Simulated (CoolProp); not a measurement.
Computed with CoolProp (reference Helmholtz-energy equation of state, Gao 2020).

Task: Give the vapour pressure (kPa), liquid cp (kJ/(kg K)), vapour viscosity (µPa s), liquid conductivity (mW/(m K)) of saturated ammonia at 21.95, 32.55, 48.35 °C.

Result: 
```tsv
T (°C)	p (kPa)	liquid cp (kJ/(kg K))	vapour viscosity (µPa s)	liquid conductivity (mW/(m K))
21.95	912	4.75	9.74	495
32.55	1260	4.85	10.1	465
48.35	1950	5.04	10.6	421
```

Viscosity comes from a separate model (Fenghour 1995). Thermal conductivity comes from a separate model (Tufeu 1984).
